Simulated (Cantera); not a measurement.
A perfectly stirred reactor is fed with N₂O = 1 (molar parts), at 0.200 bar; it is held at 1448 K, and followed from long to short residence time.

Detailed kinetics in Cantera: GRI-Mech 3.0 (53 species, 325 reactions). GRI-Mech 3.0 was tuned for natural gas; its chemistry of N2O as a main component is partial and can be far from experiment. The temperature is held fixed by assumption; the heat of reaction is taken as removed at once.

What does this change do: 0.0022 parts H2O added?


```json
[
 {"quantity": "x(N₂O) at τ = 1.70 s", "before": "0.0724", "after": "0.0712"},
 {"quantity": "x(O) at τ = 1.70 s", "before": "2.96e-5", "after": "2.87e-5"},
 {"quantity": "x(NO₂) at τ = 1.70 s", "before": "0.000182", "after": "0.000193"},
 {"quantity": "x(NO) at τ = 1.70 s", "before": "0.112", "after": "0.107"},
 {"quantity": "x(O₂) at τ = 1.70 s", "before": "0.253", "after": "0.255"},
 {"quantity": "x(N₂O) at τ = 9.80 ms", "before": "0.920", "after": "0.917"},
 {"quantity": "x(O) at τ = 9.80 ms", "before": "4.22e-5", "after": "4.14e-5"},
 {"quantity": "x(NO₂) at τ = 9.80 ms", "before": "1.26e-5", "after": "0.000176"},
 {"quantity": "x(NO) at τ = 9.80 ms", "before": "0.0117", "after": "0.0113"},
 {"quantity": "x(O₂) at τ = 9.80 ms", "before": "0.0207", "after": "0.0210"}
]
```
